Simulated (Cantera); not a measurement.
Mixture: H2 : O2 : N2 = 1 : 0.455 : 2.68 (molar parts), equivalence ratio 1.1, at 4.00 bar, adiabatic and at constant pressure. Ignition delay is the time to a rise of 400 K.

Model: the H2/O2 subset of GRI-Mech 3.0, which has no nitrogen chemistry, integrated in Cantera. The hydrogen kinetics of GRI-Mech 3.0 are dated; newer H2 mechanisms differ, most at raised pressure. Below about 950 K walls govern HO2 and H2O2 in real vessels. Where the delays flatten at high temperature, the 400 K rule measures the pace of heat release, not the induction time.

**Question.** Predict: delay at 898 K; delay at 1098 K; delay at 1298 K; delay at 1498 K; delay at 1698 K.

**Answer.** 
* **delay at 898 K**: 0.243 s
* **delay at 1098 K**: 0.277 ms
* **delay at 1298 K**: 10.8 µs
* **delay at 1498 K**: 5.03 µs
* **delay at 1698 K**: 3.48 µs
